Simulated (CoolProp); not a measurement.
Toluene at 382.79 K and 0.0331 MPa flows at 1 m/s in a round tube of 4.6 mm bore and 0.25 µm roughness, fully developed (64/Re and Nu = 3.66 if laminar; Colebrook and Gnielinski if turbulent). Each further row changes one setting.

Model: reference Helmholtz-energy equation of state, Lemmon 2006, in CoolProp. It is a short technical equation, of lower accuracy than the large ones.

| case | Reynolds number | Darcy friction factor | pressure drop (Pa/m) | heat-transfer coefficient (W/(m² K)) | mass flow (kg/h) |
|---|---|---|---|---|---|
| as stated | 506 | 0.127 | ? | 14.1 | ? |
| velocity 2 m/s | 1010 | 0.0633 | 26.7 | 14.1 | ? |
| diameter 9.2 mm | 1010 | 0.0633 | ? | ? | ? |

Problem. Fill in the missing entries.

Solution. 
- as stated, pressure drop (Pa/m): 13.4
- as stated, mass flow (kg/h): 0.0581
- velocity 2 m/s, mass flow (kg/h): 0.116
- diameter 9.2 mm, pressure drop (Pa/m): 3.34
- diameter 9.2 mm, heat-transfer coefficient (W/(m² K)): 7.07
- diameter 9.2 mm, mass flow (kg/h): 0.232

Viscosity comes from a separate model (Avgeri 2015). Thermal conductivity comes from a separate model (Assael 2012).
